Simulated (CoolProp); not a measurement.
Vapour-liquid equilibrium of R113 (1) + n-hexane (2) at 1.1 bar; x and y are mole fractions of (1).

Computed with CoolProp (multi-fluid Helmholtz-energy mixture model, Marx 1992 and Thol 2019; pair parameters Bell 2016).

Problem. Give the bubble temperature and the first vapour's composition at x = 0.05, 0.125, 0.65. Is there an azeotrope?

Solution. x = 0.05: 342.2 K, y = 0.111; x = 0.125: 339.3 K, y = 0.248; x = 0.65: 327.4 K, y = 0.766. No azeotrope shows between x = 0.05 and 0.95.

Pair parameters are fitted to limited data, so mixtures are less certain than the pure fluids.
